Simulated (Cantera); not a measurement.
A freely propagating, adiabatic, planar premixed flame of CH4 : CO : O2 : N2 : H2O = 1 : 0.07 : 1.57 : 5.64 : 1.7 (molar parts), unburnt at 400 K and 0.132 atm; mixture-averaged transport, grid criteria slope 0.08 and curve 0.16, no radiation.

Computed with Cantera and GRI-Mech 3.0 (53 species, 325 reactions). Burning velocities carry a grid error of a few per cent, more on coarse grids.

Question: How do the results move with these cheaper or finer settings: unity-Lewis-number transport; multicomponent transport; multicomponent+Soret transport; grid criteria slope 0.5, curve 1; grid criteria slope 0.25, curve 0.5; grid criteria slope 0.03, curve 0.06?

Answer: 
```
setting                               laminar burning velocity  thermal thickness  peak x(CH2CO)  peak x(CH3)  grid points
------------------------------------  ------------------------  -----------------  -------------  -----------  -----------
as above                                             45.7 cm/s            3.62 mm       0.000117      0.00292          149
unity-Lewis-number transport                         27.7 cm/s            5.09 mm        6.93e-5      0.00204          140
multicomponent transport                             46.0 cm/s            3.69 mm       0.000120      0.00296          149
multicomponent+Soret transport                       46.5 cm/s            3.61 mm       0.000118      0.00292          150
grid criteria slope 0.5, curve 1                     50.3 cm/s            3.93 mm       0.000116      0.00286           44
grid criteria slope 0.25, curve 0.5                  47.8 cm/s            3.69 mm       0.000116      0.00293           62
grid criteria slope 0.03, curve 0.06                 45.4 cm/s            3.60 mm       0.000118      0.00293          373
```
The base run took around 10 core-seconds (rough).
Unity Lewis numbers drop preferential diffusion, which matters most where H2 and H carry the flame; Soret adds thermal diffusion.
